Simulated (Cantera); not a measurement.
Cantera run:

```python
import numpy as np
import cantera as ct

gas_names = [...]  # 116 gases of nasa_gas.yaml made of C, H, Mg, O
cond_names = """
    C(gr) C6H6(L) C7H8(L) C8H18(L),n-octa H2O(s) H2O(L) Mg(cr) Mg(L) MgCO3(s) MgO(s) MgO(L) MgO2H2(s)
""".split()


# ... load() reads the species with a 1 bar reference pressure and builds the phases ...
atoms = {
    'MgO': {'Mg': 1, 'O': 1},
    'CH4': {'C': 1, 'H': 4},
    'H2': {'H': 2},
}
top_T = {'C(gr)': 4500}  # K; cautious upper limits of use, not melting points


# ... equilibrate(T, P, feed) seeds the gas with the atoms and calls Mixture.equilibrate('TP', solver="vcs", rtol=1e-11, max_steps=5000) ...
results = []
feed = {'MgO': 1, 'CH4': 3.3, 'H2': 1.4}  # mol
P = 240000  # Pa
for T in [1248, 1348, 1448, 1548, 1648, 1748, 1848, 1948, 2048, 2148, 2248, 2348, 2448, 2548]:
    mix = equilibrate(T, P, feed)
    results.append((T, P, feed, dict(zip(mix.species_names, mix.species_moles))))

top = {s: max(r[3][s] / sum(r[3][g] for g in gas_names) for r in results) for s in gas_names}
cols = sorted((s for s in top if top[s] > 1e-06), key=lambda s: -top[s])[:7]
seen = [c for c in cond_names if any(r[3].get(c, 0) > 1e-12 for r in results)]
print("log10 of partial pressures in bar; condensed amounts in mol")
print(f"{'T/K':>10s}" + "".join(f"{s[:9]:>10s}" for s in cols + seen))
for T, P, feed, n in results:
    ng = sum(n[g] for g in gas_names)
    print(f"{T:10.4g}" + "".join(f"{np.log10(max(n[s] / ng * P / 1e5, 1e-99)):10.3f}" for s in cols)
          + "".join(f"{n.get(c, 0):10.4g}" for c in seen))
```

It prints:

```
log10 of partial pressures in bar; condensed amounts in mol
       T/K        H2        CO        Mg       CH4         H C2H2,acet       MgH     C(gr)    MgO(s)
      1248     0.369    -5.309    -5.298    -1.215    -6.146    -6.245    -7.241     3.102         1
      1348     0.374    -4.336    -4.335    -1.486    -5.449    -5.546    -6.213     3.192    0.9998
      1448     0.377    -3.502    -3.506    -1.723    -4.847    -4.946    -5.329     3.236     0.999
      1548     0.377    -2.780    -2.786    -1.933    -4.323    -4.427    -4.561     3.255    0.9945
      1648     0.376    -2.147    -2.155    -2.121    -3.862    -3.973    -3.889      3.25    0.9761
      1748     0.370    -1.589    -1.598    -2.297    -3.456    -3.578    -3.298     3.193    0.9124
      1848     0.349    -1.094    -1.103    -2.483    -3.101    -3.240    -2.781     2.997    0.7125
      1948     0.290    -0.651    -0.660    -2.731    -2.802    -2.979    -2.338     2.371   0.08672
      2048     0.282    -0.619    -0.629    -2.863    -2.509    -2.698    -2.284     2.277         0
      2148     0.281    -0.620    -0.630    -2.969    -2.240    -2.437    -2.261     2.265         0
      2248     0.279    -0.620    -0.631    -3.065    -1.994    -2.200    -2.241     2.243         0
      2348     0.277    -0.621    -0.632    -3.155    -1.770    -1.985    -2.223      2.21         0
      2448     0.274    -0.622    -0.633    -3.239    -1.564    -1.789    -2.207      2.16         0
      2548     0.269    -0.623    -0.635    -3.320    -1.375    -1.611    -2.194     2.088         0
```

These are equilibrium values from Cantera (NASA tables, ideal gas, pure condensed phases), not measurements of a reactor. The tables' values for MgH are old estimates; treat these amounts as uncertain.
